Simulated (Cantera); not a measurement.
A perfectly stirred reactor is fed with 25.6 % H2, 15.6 % O2, 58.7 % N2, equivalence ratio 0.82, at 130000 Pa; it is adiabatic with a 325 K inlet, and is followed from long to short residence time, starting on the burning branch (τ in s: 0.41, 0.17, 0.07, 0.029, 0.012, 0.005, 0.002, 0.00085, 0.00035, 0.00014, 6e-05, 2.5e-05).

Model: the H2/O2 subset of GRI-Mech 3.0, which has no nitrogen chemistry, integrated in Cantera.

x: mole fraction; the columns are a selection and need not sum to one.

```
τ (s)    T (K)     x H2    x O2       x O   x H2O2     x OH
-------  -----  -------  ------  --------  -------  -------
0.41      2224  0.00196  0.0317  0.000508  2.13e-7  0.00553
0.17      2223  0.00203  0.0317  0.000526  2.14e-7  0.00561
0.070     2221  0.00221  0.0317  0.000567  2.16e-7  0.00581
0.029     2215        ?  0.0317         ?  2.22e-7  0.00624
0.012     2203  0.00348  0.0319  0.000875  2.37e-7  0.00707
0.0050    2181  0.00516  0.0323   0.00131  2.72e-7  0.00841
0.0020    2139  0.00817  0.0331   0.00214  3.43e-7   0.0102
0.00085   2077   0.0123  0.0345   0.00340  4.54e-7   0.0120
0.00035   1984   0.0178  0.0368   0.00529  6.56e-7   0.0133
0.00014   1856   0.0242  0.0403   0.00774  1.10e-6   0.0136
6.0e-5    1709   0.0308  0.0449   0.00991  2.07e-6   0.0124
2.5e-5       ?        ?       ?    0.0107        ?        ?
```

Question: Complete the blanks.

Answer: 
- 0.029, x H2: 0.00261
- 0.029, x O: 0.000662
- 2.5e-5, T (K): 1529
- 2.5e-5, x H2: 0.0423
- 2.5e-5, x O2: 0.0531
- 2.5e-5, x H2O2: 4.50e-6
- 2.5e-5, x OH: 0.00961
